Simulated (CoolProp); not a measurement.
Aqueous ammonia as a coolant, at 17 °C, 1 atm.

Values from CoolProp's Melinder's fits for secondary coolants.

```
mass %  freezing point (°C)  conductivity (W/(m K))  Prandtl number  viscosity (mPa s)  cp (kJ/(kg K))
------  -------------------  ----------------------  --------------  -----------------  --------------
2                       [?]                   0.578            8.26               1.14           4.185
4.4                    -5.3                   0.560            8.80                [?]           4.188
6.8                    -8.6                   0.544            9.22                [?]           4.192
9.3                   -12.4                   0.529            9.69               1.22           4.196
11.7                  -16.6                   0.515            10.2               1.25           4.199
14.1                  -21.3                   0.502            10.9               1.30           4.202
16.6                  -27.0                   0.489            11.5               1.34           4.207
19                    -33.5                   0.478            12.1               1.37           4.211
21.4                  -41.1                   0.468            12.5               1.39           4.217
23.9                  -50.6                   0.460            12.7               1.38           4.223
26.3                  -61.8                   0.452            12.8               1.37           4.230
```

Problem. Fill in the missing entries.

Solution. 
- 2, freezing point (°C): -2.3
- 4.4, viscosity (mPa s): 1.18
- 6.8, viscosity (mPa s): 1.20
